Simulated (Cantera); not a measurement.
An isothermal, constant-pressure homogeneous reactor starts with NO : N2 = 1 : 0.76 (molar parts), at 1500 K and 97.5 Torr.

Computed with Cantera and GRI-Mech 3.0 (53 species, 325 reactions).

x: mole fraction; the columns are a selection and need not sum to one.

```tsv
t (s)	x NO	x O2	x N2O	x NO2	x N2	x O
5.00e-5	0.568	2.10e-12	1.93e-8	1.02e-9	0.432	___
0.000283	0.568	5.82e-11	1.09e-7	2.77e-8	0.432	___
0.00160	0.568	1.14e-9	6.17e-7	4.46e-7	0.432	___
0.00909	0.568	1.94e-8	3.45e-6	3.34e-6	0.432	___
0.0515	0.568	6.30e-7	1.81e-5	2.02e-5	0.432	___
0.291	0.568	3.34e-5	6.86e-5	8.97e-5	0.432	___
1.65	0.567	0.000524	0.000103	0.000127	0.432	___
9.35	0.561	0.00345	0.000101	0.000174	0.435	___
53.0	0.529	0.0191	8.87e-5	0.000314	0.451	___
300	0.400	0.0835	4.96e-5	0.000483	0.516	___
```

Some entries are withheld; supply them.


- 5.00e-5, x O: 1.83e-8
- 0.000283, x O: 8.16e-8
- 0.00160, x O: 1.74e-7
- 0.00909, x O: 1.97e-7
- 0.0515, x O: 2.91e-7
- 0.291, x O: 6.09e-7
- 1.65, x O: 7.81e-7
- 9.35, x O: 1.01e-6
- 53.0, x O: 1.76e-6
- 300, x O: 3.37e-6
